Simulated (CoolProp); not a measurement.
Vapour-liquid equilibrium of ethane (1) + hydrogen chloride (2) at 0.342 MPa; x and y are mole fractions of (1).

The numbers come from the multi-fluid Helmholtz-energy mixture model, Bücker 2006 and Thol 2018; pair parameters Bell 2016 in CoolProp.

Problem. Give the bubble temperature and the first vapour's composition at x = 0.05, 0.425, 0.575. Is there an azeotrope?

Solution. x = 0.05: 209.2 K, y = 0.173; x = 0.425: 203.3 K, y = 0.488; x = 0.575: 203.3 K, y = 0.537. y crosses x between x = 0.5 and 0.575: the model has an azeotrope there.

The pair parameters rest on a limited set of measurements; away from them the model extrapolates.
